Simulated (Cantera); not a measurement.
What does this Cantera script print?

```python
import numpy as np
import cantera as ct

gas = ct.Solution("gri30.yaml")
gas.TPX = 975, 31000, {'H2': 1, 'O2': 1, 'N2': 12}
reactor = ct.IdealGasConstPressureReactor(gas, energy="off", clone=False)
net = ct.ReactorNet([reactor])
net.rtol, net.atol = 1e-08, 1e-18
show = ['H2', 'O2', 'OH', 'H', 'HO2']
times = np.geomspace(9e-06, 80, 10)

steps = ct.SolutionArray(gas, extra=["t"])
rows = []
print(f"{'t/s':>10s}{'T/K':>9s}{'P/Pa':>11s}" + "".join(f"{s:>11s}" for s in show))
for t in times:
    while net.time < t:
        t_next = net.step()
        steps.append(gas.state, t=t_next)
    rows.append([np.interp(t, steps.t, y) for y in (steps.T, steps.P, *steps(*show).X.T)])
    print(f"{t:10.3e}{rows[-1][0]:9.1f}{rows[-1][1]:11.4g}" + "".join(f"{x:11.3e}" for x in rows[-1][2:]))
rate = np.gradient(steps.T, steps.t)
print("integrator steps:", len(steps.t))
if steps.T.max() > steps.T[0] + 200:
    print(f"time of steepest temperature rise: {steps.t[rate.argmax()]:.4e} s")
gas.TPX = 975, 31000, {'H2': 1, 'O2': 1, 'N2': 12}
gas.equilibrate("TP")
print(f"equilibrium (TP): T = {gas.T:.1f} K  " + "  ".join(f"{s} {gas[s].X[0]:.3e}" for s in show))
```

Result:

```
       t/s      T/K       P/Pa         H2         O2         OH          H        HO2
 9.000e-06    975.0    3.1e+04  7.143e-02  7.143e-02  1.292e-13  4.950e-12  5.258e-12
 5.325e-05    975.0    3.1e+04  7.143e-02  7.143e-02  1.635e-12  3.316e-11  3.487e-11
 3.151e-04    975.0    3.1e+04  7.143e-02  7.143e-02  7.760e-11  1.345e-09  7.557e-10
 1.864e-03    975.0    3.1e+04  2.666e-02  5.099e-02  8.110e-04  9.528e-03  1.536e-05
 1.103e-02    975.0    3.1e+04  4.824e-04  3.725e-02  2.077e-05  4.875e-06  5.763e-06
 6.527e-02    975.0    3.1e+04  6.847e-05  3.707e-02  4.532e-06  1.415e-07  1.560e-06
 3.862e-01    975.0    3.1e+04  2.775e-06  3.704e-02  1.495e-06  1.904e-09  8.668e-08
 2.285e+00    975.0    3.1e+04  7.727e-09  3.704e-02  4.670e-07  5.441e-12  1.343e-09
 1.352e+01    975.0    3.1e+04  2.087e-10  3.704e-02  1.832e-07  2.596e-13  1.578e-10
 8.000e+01    975.0    3.1e+04  4.550e-11  3.704e-02  8.310e-08  2.754e-14  8.385e-11
integrator steps: 1845
equilibrium (TP): T = 975.0 K  H2 2.832e-11  O2 3.703e-02  OH 5.223e-08  H 1.101e-14  HO2 1.080e-10
```

Detailed kinetics in Cantera: GRI-Mech 3.0 (53 species, 325 reactions). The temperature is held fixed by assumption; the heat of reaction is taken as removed at once.
